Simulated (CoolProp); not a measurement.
Vapour-liquid equilibrium of CH2F2 (R32) (1) + R143a (2) at 242.8 K; x and y are mole fractions of (1).

The numbers come from the multi-fluid Helmholtz-energy mixture model, Tillner-Roth 1997 and Lemmon and Jacobsen 2000; pair parameters Bell 2016 in CoolProp.

```json
[
 {"x": "0.05", "bubble pressure (kPa)": "219.7", "y at the bubble point": "0.080", "dew pressure at overall composition x (kPa)": "216.7", "liquid density (mol/L)": "13.59"},
 {"x": "0.2", "bubble pressure (kPa)": "239.7", "y at the bubble point": "0.277", "dew pressure at overall composition x (kPa)": "231.8", "liquid density (mol/L)": "14.49"},
 {"x": "0.35", "bubble pressure (kPa)": "254.7", "y at the bubble point": "0.430", "dew pressure at overall composition x (kPa)": "247.0", "liquid density (mol/L)": "15.51"},
 {"x": "0.5", "bubble pressure (kPa)": "265.2", "y at the bubble point": "0.559", "dew pressure at overall composition x (kPa)": "260.7", "liquid density (mol/L)": "16.68"},
 {"x": "0.65", "bubble pressure (kPa)": "271.9", "y at the bubble point": "0.679", "dew pressure at overall composition x (kPa)": "270.6", "liquid density (mol/L)": "18.04"},
 {"x": "0.8", "bubble pressure (kPa)": "274.4", "y at the bubble point": "0.801", "dew pressure at overall composition x (kPa)": "274.4", "liquid density (mol/L)": "19.61"},
 {"x": "0.95", "bubble pressure (kPa)": "271.9", "y at the bubble point": "0.944", "dew pressure at overall composition x (kPa)": "271.6", "liquid density (mol/L)": "21.46"}
]
```

y crosses x between x = 0.8 and 0.95: the model has an azeotrope there.

Pair parameters are fitted to limited data, so mixtures are less certain than the pure fluids.
